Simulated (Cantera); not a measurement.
A diamond (100) surface in a fixed gas of H2 with x(CH4) = 0.0034, x(H) = 0.0022, at 1350 K, 26000 Pa; coverages are run to steady state.

Cantera simulation using the Harris–Goodwin 1993 mechanism for the reconstructed diamond (100) surface; the numbers are that mechanism's predictions, not measurements.

θ: site fractions in the mechanism's names (c6HH fully hydrogenated, c6H* and c6*H radical sites, c6** diradical, c6HM methylated).

| x(CH3) | growth (µm/h) | θ c6HH | θ c6H* | θ c6*H | θ c6** | θ c6HM |
|---|---|---|---|---|---|---|
| 1e-06 | 0.0575 | 0.381 | 0.0533 | 0.524 | 0.0421 | 4.27e-6 |
| 2.5e-06 | 0.144 | 0.381 | 0.0533 | 0.524 | 0.0421 | 1.07e-5 |
| 6.4e-06 | 0.368 | 0.381 | 0.0533 | 0.524 | 0.0421 | 2.73e-5 |
| 1.6e-05 | (withheld) | 0.381 | 0.0532 | 0.524 | 0.0420 | (withheld) |
| 4.1e-05 | 2.35 | 0.381 | 0.0532 | 0.524 | 0.0419 | 0.000175 |
| 0.0001 | 5.71 | 0.380 | 0.0532 | 0.523 | 0.0417 | 0.000425 |
| 0.00026 | 14.7 | 0.380 | 0.0531 | 0.522 | 0.0411 | 0.00110 |
| 0.00067 | (withheld) | 0.379 | 0.0528 | 0.520 | 0.0396 | (withheld) |
| 0.0017 | 86.9 | 0.376 | 0.0522 | 0.514 | 0.0363 | 0.00680 |

Some entries are withheld; supply them.


- 1.6e-05, growth (µm/h): 0.919
- 1.6e-05, θ c6HM: 6.82e-5
- 0.00067, growth (µm/h): 36.7
- 0.00067, θ c6HM: 0.00278
